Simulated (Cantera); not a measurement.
# Transport properties of process gases

Gas mixture: CO2 = 0.85 (molar parts), at 72.0 Torr, frozen composition.

Cantera's kinetic-theory transport with the Lennard-Jones parameters of GRI-Mech 3.0, ideal gas; thermal conductivity in the multicomponent form.

| T (K) | ρ (kg/m³) | cp (J/kg/K) | μ (µPa s) | λ (mW/m/K) | Pr | D (cm²/s) H2 | D (cm²/s) NO | D (cm²/s) H |
|---|---|---|---|---|---|---|---|---|
| 400 | 0.127 | 937.9 | 19.8 | 25.3 | 0.733 | 11.5 | 2.75 | 17.8 |
| 550 | 0.0924 | 1047 | 26.0 | 37.1 | 0.733 | 19.9 | 4.83 | 31.5 |
| 700 | 0.0726 | 1127 | 31.5 | 48.4 | 0.733 | 29.9 | 7.34 | 48.1 |
| 850 | 0.0598 | 1187 | 36.4 | 59.0 | 0.732 | 41.4 | 10.2 | 67.3 |
| 1000 | 0.0508 | 1234 | 41.0 | 69.2 | 0.732 | 54.3 | 13.5 | 88.9 |
| 1150 | 0.0442 | 1269 | 45.2 | 78.6 | 0.731 | 68.5 | 17.0 | 113 |
| 1300 | 0.0391 | 1298 | 49.3 | 87.6 | 0.730 | 83.9 | 20.9 | 139 |
| 1450 | 0.0350 | 1320 | 53.1 | 96.1 | 0.729 | 101 | 25.1 | 166 |
D: mixture-averaged diffusion coefficient of that species in the mixture.
